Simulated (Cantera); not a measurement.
**Moist CO burnout**

A perfectly stirred reactor is fed with CO : O₂ : H₂O : N₂ = 0.0043 : 0.0068 : 0.002 : 1 (molar parts), equivalence ratio 0.32, at 8.50 bar; it is held at 1425 K, and followed from long to short residence time.

Detailed kinetics in Cantera: GRI-Mech 3.0 (53 species, 325 reactions).

```
τ (s)        x CO     x O₂    x H₂O     x NO     x OH      x H
-------  --------  -------  -------  -------  -------  -------
0.88      3.07e-5  0.00461  0.00197  1.18e-6  6.59e-6  4.90e-8
0.25      7.77e-5  0.00463  0.00197  1.35e-6  8.96e-6  1.48e-7
0.071    0.000195  0.00469  0.00197  1.40e-6  1.21e-5  4.44e-7
0.020    0.000475  0.00483  0.00196  1.16e-6  1.62e-5  1.29e-6
0.0057    0.00105  0.00511  0.00196  7.09e-7  2.13e-5  3.33e-6
0.0016    0.00205  0.00559  0.00194  3.07e-7  2.65e-5  6.96e-6
0.00046   0.00319  0.00616  0.00194  7.94e-8  2.79e-5  9.68e-6
```
x: mole fraction; the columns are a selection and need not sum to one.
